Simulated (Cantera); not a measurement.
What does this Cantera script print?

```python
import numpy as np
import cantera as ct

gas_names = """
    C CO CO2 C2 C2O C3 C3O2 C4 C5 O O2 O3 Ta TaO TaO2
""".split()
cond_names = """
    C(gr) Ta(cr) Ta(L) TaC(s) TaC(L) Ta2O5(s) Ta2O5(L)
""".split()


def load(file, names, dense=False):
    # The tables refer to 1 bar. Condensed volumes are neglected.
    table = {s.name: s for s in ct.Species.list_from_file(file)}
    out = []
    for n in names:
        d = dict(table[n].input_data)
        d["thermo"] = dict(d["thermo"], **{"reference-pressure": 1e5})
        if dense:
            d["equation-of-state"] = {"model": "constant-volume", "density": "1e6 g/cm^3"}
        out.append(ct.Species.from_dict(d))
    return out


gas = ct.Solution(thermo="ideal-gas", species=load("nasa_gas.yaml", gas_names))
cond = {s.name: ct.Solution(thermo="fixed-stoichiometry", species=[s], name=s.name)
        for s in load("nasa_condensed.yaml", cond_names, dense=True)}
atoms = {
    'Ta2O5': {'Ta': 2, 'O': 5},
    'C': {'C': 1},
    'CO': {'C': 1, 'O': 1},
}
top_T = {'C(gr)': 4500}  # K; cautious upper limits of use, not melting points


def equilibrate(T, P, feed):
    n = {}
    for name, mol in feed.items():
        for a, k in atoms[name].items():
            n[a] = n.get(a, 0.0) + k * mol
    gas.TPX = T, P, n
    mass = sum(n.values()) * gas.mean_molecular_weight
    gas.equilibrate("TP")
    valid = [c for c in cond.values() if c.min_temp <= T <= top_T.get(c.name, c.max_temp)]
    mix = ct.Mixture([(gas, mass / gas.mean_molecular_weight)] + [(c, 0.0) for c in valid])
    mix.T, mix.P = T, P
    mix.equilibrate("TP", solver="vcs", rtol=1e-11, max_steps=5000)
    return mix


results = []
feed = {'Ta2O5': 1, 'C': 4.4, 'CO': 2.5}  # mol
for P in [10, 32, 100, 320, 1000, 3200, 10000, 32000, 100000, 320000, 1000000]:
    for T in [2100, 2150, 2200, 2250, 2300, 2350, 2400, 2450, 2500, 2550, 2600]:
        mix = equilibrate(T, P, feed)
        results.append((T, P, feed, dict(zip(mix.species_names, mix.species_moles))))

for T, P, feed, n in results:
    print(f"{T:7g} {P:10.4g}  " + (" + ".join(c for c in cond_names if n.get(c, 0) > 1e-12) or "gas only"))
```

Result:

```
   2100         10  Ta(cr)
   2150         10  Ta(cr)
   2200         10  Ta(cr)
   2250         10  Ta(cr)
   2300         10  Ta(cr)
   2350         10  Ta(cr)
   2400         10  Ta(cr)
   2450         10  Ta(cr)
   2500         10  Ta(cr)
   2550         10  Ta(cr)
   2600         10  Ta(cr)
   2100         32  Ta(cr) + Ta2O5(L)
   2150         32  Ta(cr) + Ta2O5(L)
   2200         32  Ta(cr)
   2250         32  Ta(cr)
   2300         32  Ta(cr)
   2350         32  Ta(cr)
   2400         32  Ta(cr)
   2450         32  Ta(cr)
   2500         32  Ta(cr)
   2550         32  Ta(cr)
   2600         32  Ta(cr)
   2100        100  Ta(cr) + Ta2O5(L)
   2150        100  Ta(cr) + Ta2O5(L)
   2200        100  Ta(cr) + Ta2O5(L)
   2250        100  Ta(cr)
   2300        100  Ta(cr)
   2350        100  Ta(cr)
   2400        100  Ta(cr)
   2450        100  Ta(cr)
   2500        100  Ta(cr)
   2550        100  Ta(cr)
   2600        100  Ta(cr)
   2100        320  Ta(cr) + Ta2O5(L)
   2150        320  Ta(cr) + Ta2O5(L)
   2200        320  Ta(cr) + Ta2O5(L)
   2250        320  Ta(cr) + Ta2O5(L)
   2300        320  Ta(cr) + Ta2O5(L)
   2350        320  Ta(cr)
   2400        320  Ta(cr)
   2450        320  Ta(cr)
   2500        320  Ta(cr)
   2550        320  Ta(cr)
   2600        320  Ta(cr)
   2100       1000  Ta(cr) + Ta2O5(L)
   2150       1000  Ta(cr) + Ta2O5(L)
   2200       1000  Ta(cr) + Ta2O5(L)
   2250       1000  Ta(cr) + Ta2O5(L)
   2300       1000  Ta(cr) + Ta2O5(L)
   2350       1000  Ta(cr) + Ta2O5(L)
   2400       1000  Ta(cr) + Ta2O5(L)
   2450       1000  Ta(cr) + Ta2O5(L)
   2500       1000  Ta(cr)
   2550       1000  Ta(cr)
   2600       1000  Ta(cr)
   2100       3200  TaC(s) + Ta2O5(L)
   2150       3200  TaC(s) + Ta2O5(L)
   2200       3200  TaC(s) + Ta2O5(L)
   2250       3200  Ta(cr) + Ta2O5(L)
   2300       3200  Ta(cr) + Ta2O5(L)
   2350       3200  Ta(cr) + Ta2O5(L)
   2400       3200  Ta(cr) + Ta2O5(L)
   2450       3200  Ta(cr) + Ta2O5(L)
   2500       3200  Ta(cr) + Ta2O5(L)
   2550       3200  Ta(cr) + Ta2O5(L)
   2600       3200  Ta(cr)
   2100      1e+04  TaC(s) + Ta2O5(L)
   2150      1e+04  TaC(s) + Ta2O5(L)
   2200      1e+04  TaC(s) + Ta2O5(L)
   2250      1e+04  TaC(s) + Ta2O5(L)
   2300      1e+04  TaC(s) + Ta2O5(L)
   2350      1e+04  Ta(cr) + Ta2O5(L)
   2400      1e+04  Ta(cr) + Ta2O5(L)
   2450      1e+04  Ta(cr) + Ta2O5(L)
   2500      1e+04  Ta(cr) + Ta2O5(L)
   2550      1e+04  Ta(cr) + Ta2O5(L)
   2600      1e+04  Ta(cr) + Ta2O5(L)
   2100    3.2e+04  TaC(s) + Ta2O5(L)
   2150    3.2e+04  TaC(s) + Ta2O5(L)
   2200    3.2e+04  TaC(s) + Ta2O5(L)
   2250    3.2e+04  TaC(s) + Ta2O5(L)
   2300    3.2e+04  TaC(s) + Ta2O5(L)
   2350    3.2e+04  TaC(s) + Ta2O5(L)
   2400    3.2e+04  TaC(s) + Ta2O5(L)
   2450    3.2e+04  TaC(s) + Ta2O5(L)
   2500    3.2e+04  Ta(cr) + Ta2O5(L)
   2550    3.2e+04  Ta(cr) + Ta2O5(L)
   2600    3.2e+04  Ta(cr) + Ta2O5(L)
   2100      1e+05  TaC(s) + Ta2O5(L)
   2150      1e+05  TaC(s) + Ta2O5(L)
   2200      1e+05  TaC(s) + Ta2O5(L)
   2250      1e+05  TaC(s) + Ta2O5(L)
   2300      1e+05  TaC(s) + Ta2O5(L)
   2350      1e+05  TaC(s) + Ta2O5(L)
   2400      1e+05  TaC(s) + Ta2O5(L)
   2450      1e+05  TaC(s) + Ta2O5(L)
   2500      1e+05  TaC(s) + Ta2O5(L)
   2550      1e+05  TaC(s) + Ta2O5(L)
   2600      1e+05  TaC(s) + Ta2O5(L)
   2100    3.2e+05  TaC(s) + Ta2O5(L)
   2150    3.2e+05  TaC(s) + Ta2O5(L)
   2200    3.2e+05  TaC(s) + Ta2O5(L)
   2250    3.2e+05  TaC(s) + Ta2O5(L)
   2300    3.2e+05  TaC(s) + Ta2O5(L)
   2350    3.2e+05  TaC(s) + Ta2O5(L)
   2400    3.2e+05  TaC(s) + Ta2O5(L)
   2450    3.2e+05  TaC(s) + Ta2O5(L)
   2500    3.2e+05  TaC(s) + Ta2O5(L)
   2550    3.2e+05  TaC(s) + Ta2O5(L)
   2600    3.2e+05  TaC(s) + Ta2O5(L)
   2100      1e+06  TaC(s) + Ta2O5(L)
   2150      1e+06  TaC(s) + Ta2O5(L)
   2200      1e+06  TaC(s) + Ta2O5(L)
   2250      1e+06  TaC(s) + Ta2O5(L)
   2300      1e+06  TaC(s) + Ta2O5(L)
   2350      1e+06  TaC(s) + Ta2O5(L)
   2400      1e+06  TaC(s) + Ta2O5(L)
   2450      1e+06  TaC(s) + Ta2O5(L)
   2500      1e+06  TaC(s) + Ta2O5(L)
   2550      1e+06  TaC(s) + Ta2O5(L)
   2600      1e+06  TaC(s) + Ta2O5(L)
```

These are equilibrium values from Cantera (NASA tables, ideal gas, pure condensed phases), not measurements of a reactor. Mutual solubility and eutectic melting of coexisting phases are not modelled. TaC: taken at fixed stoichiometry. Condensed phases not in the tables: Ta2C, N, O or C dissolved in the metal.
